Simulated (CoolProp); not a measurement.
Values from CoolProp's reference Helmholtz-energy equation of state, Zhou 2012.

Give the vapour pressure (bar), liquid cp (kJ/(kg K)), vapour Z of saturated m-xylene at 533.7, 561.5, 589.2 K.


```
T (K)  p (bar)  liquid cp (kJ/(kg K))  vapour Z
-----  -------  ---------------------  --------
533.7     11.6                   2.70     0.759
561.5     17.4                   2.95     0.673
589.2     25.1                   3.51     0.554
```
